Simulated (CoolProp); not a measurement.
Properties of diethyl ether along the isobar 101 kPa (Tc = 467.9 K, pc = 3717 kPa, ω = 0.282).

Computed with CoolProp (reference Helmholtz-energy equation of state, Thol 2014).

```tsv
T (K)	phase	density (kg/m³)	isothermal compressibility (1/MPa)
465.9	gas	1.951	9.996
472.4	gas	1.923	9.991
479	gas	1.896	9.986
485.5	gas	1.870	9.982
492.1	gas	1.844	9.979
498.6	gas	1.819	9.975
505.1	gas	1.795	9.971
511.7	gas	1.771	9.968
518.2	gas	1.749	9.965
524.7	gas	1.727	9.962
531.3	gas	1.705	9.959
537.8	gas	1.684	9.957
544.4	gas	1.663	9.954
```
